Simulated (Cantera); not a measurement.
**Equilibrium for silicon epitaxy and polysilicon growth: Si2H6 + Cl2 + H2**

Input: 1 mol Si2H6, 0.015 mol Cl2, 530 mol H2, at 1125 K and 1.00 bar.

These are equilibrium values from Cantera (NASA tables, ideal gas, pure condensed phases), not measurements of a reactor. Candidate condensed phases: Si; 19 gas species. The feed counts by its element totals alone. The numbers say what is thermodynamically allowed, not how fast it happens.

```
Quantity        Value
----------  ---------
x(H2)           1.000
x(HCl)        5.61e-5
n(Si(s))     2.00 mol
gas amount  533.0 mol
```
